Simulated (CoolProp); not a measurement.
Vapour-liquid equilibrium of R22 (1) + R11 (2) at 52.3 kPa; x and y are mole fractions of (1).

Model: multi-fluid Helmholtz-energy mixture model, Kamei 1995 and Jacobsen 1992; pair parameters Bell 2016, in CoolProp.

**Question.** Give the bubble temperature and the first vapour's composition at x = 0.05, 0.35, 0.5. Is there an azeotrope?

**Answer.** x = 0.05: -10.5 °C, y = 0.538; x = 0.35: -40.0 °C, y = 0.929; x = 0.5: -44.6 °C, y = 0.955. No azeotrope shows between x = 0.05 and 0.95.

Pair parameters are fitted to limited data, so mixtures are less certain than the pure fluids.
